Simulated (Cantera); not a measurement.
Input (Python, Cantera) and output of one run.

```python
import numpy as np
import cantera as ct

gas_names = """
    H HO2 H2 H2O H2O2 O OH O2 O3 Pb PbO Pb2
""".split()
cond_names = """
    H2O(s) H2O(L) Pb(cr) Pb(L) PbO(rd) PbO(yw) PbO(L) PbO2(s) Pb3O4(s)
""".split()


# ... load() reads the species with a 1 bar reference pressure and builds the phases ...
atoms = {
    'PbO': {'Pb': 1, 'O': 1},
    'H2': {'H': 2},
}
top_T = {'Pb3O4(s)': 820}  # K; cautious upper limits of use, not melting points


# ... equilibrate(T, P, feed) seeds the gas with the atoms and calls Mixture.equilibrate('TP', solver="vcs", rtol=1e-11, max_steps=5000) ...
results = []
T = 875  # K
P = 100000  # Pa
for m in [0.42, 0.64, 0.97, 1.5, 2.2, 3.4, 5.1, 7.7, 12]:
    feed = {'PbO': 1, 'H2': m}  # mol
    mix = equilibrate(T, P, feed)
    results.append((T, P, feed, dict(zip(mix.species_names, mix.species_moles))))

top = {s: max(r[3][s] / sum(r[3][g] for g in gas_names) for r in results) for s in gas_names}
cols = sorted((s for s in top if top[s] > 0.001), key=lambda s: -top[s])[:5]
seen = [c for c in cond_names if any(r[3].get(c, 0) > 1e-12 for r in results)]
print("log10 of partial pressures in bar; condensed amounts in mol")
print(f"{'n(H2)':>10s}" + "".join(f"{s[:9]:>10s}" for s in cols + seen))
for T, P, feed, n in results:
    ng = sum(n[g] for g in gas_names)
    print(f"{feed['H2']:10.4g}" + "".join(f"{np.log10(max(n[s] / ng * P / 1e5, 1e-99)):10.3f}" for s in cols)
          + "".join(f"{n.get(c, 0):10.4g}" for c in seen))
```

Output:

```
log10 of partial pressures in bar; condensed amounts in mol
     n(H2)       H2O        H2     Pb(L)   PbO(yw)
      0.42    -0.000    -4.047      0.42      0.58
      0.64    -0.000    -4.047    0.6399    0.3601
      0.97    -0.000    -4.047    0.9699   0.03009
       1.5    -0.176    -0.477         1         0
       2.2    -0.342    -0.263         1         0
       3.4    -0.531    -0.151         1         0
       5.1    -0.708    -0.095         1         0
       7.7    -0.886    -0.060         1         0
        12    -1.079    -0.038         1         0
```

Method: chemical equilibrium by Gibbs-energy minimisation in Cantera with the NASA 1993 tables (ideal gas, pure condensed phases).
